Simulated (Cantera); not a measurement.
An isothermal, constant-pressure homogeneous reactor starts with C2H6 : N2 = 1 : 68 (molar parts), at 1275 K and 0.0132 atm.

Cantera simulation using GRI-Mech 3.0 (53 species, 325 reactions); the numbers are that mechanism's predictions, not measurements. GRI-Mech 3.0 stops at C3 and has no aromatics, soot or wall deposition, so with more carbon than oxygen in the feed, carbon stays in small species such as C2H2 where larger ones or solid carbon would form. Radical loss at walls, strong at low pressure, is not modelled.

x: mole fraction; the columns are a selection and need not sum to one.

| t (s) | x C2H6 | x C2H | x CH4 | x HCN | x H2 | x C2H4 |
|---|---|---|---|---|---|---|
| 0.000200 | 0.0145 | <1e-12 | 2.07e-8 | <1e-12 | 1.98e-9 | ___ |
| 0.000632 | 0.0145 | <1e-12 | 2.06e-7 | <1e-12 | 8.56e-8 | ___ |
| 0.00200 | 0.0145 | <1e-12 | 2.01e-6 | <1e-12 | 3.27e-6 | ___ |
| 0.00632 | 0.0143 | <1e-12 | 1.87e-5 | 2.85e-10 | 9.45e-5 | ___ |
| 0.0200 | 0.0131 | 3.55e-11 | 0.000163 | 9.88e-9 | 0.00108 | ___ |
| 0.0632 | 0.00838 | 3.27e-10 | 0.000964 | 3.35e-8 | 0.00513 | ___ |
| 0.200 | 0.00145 | 1.56e-9 | 0.00268 | 5.95e-8 | 0.0126 | ___ |
| 0.632 | 4.68e-5 | 9.97e-10 | 0.00306 | 6.72e-8 | 0.0175 | ___ |
| 2.00 | 2.58e-6 | 3.48e-10 | 0.00307 | 6.73e-8 | 0.0198 | ___ |

Task: Complete the blanks.

Result: 
- 0.000200, x C2H4: 4.93e-9
- 0.000632, x C2H4: 1.34e-7
- 0.00200, x C2H4: 3.83e-6
- 0.00632, x C2H4: 0.000101
- 0.0200, x C2H4: 0.00113
- 0.0632, x C2H4: 0.00507
- 0.200, x C2H4: 0.00891
- 0.632, x C2H4: 0.00617
- 2.00, x C2H4: 0.00393
